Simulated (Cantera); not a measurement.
An isothermal, constant-pressure homogeneous reactor starts with 35.3 % CH4, 56.5 % H2O, 6.01 % H2, 2.12 % N2, at 1825 K and 500000 Pa.

Model: GRI-Mech 3.0 (53 species, 325 reactions), integrated in Cantera.

One state of this run: x CH4 = 0.00363; x H2O = 0.121; x H2 = 0.658; x C2H6 = 1.73e-7; x C2H4 = 3.78e-5; x CH3 = 1.78e-5. x: mole fraction; the columns are a selection and need not sum to one.

Which value of t (s) does it belong to?
(A) 4.00
(B) 0.0117
(C) 0.216
(D) 0.571

D, 0.571
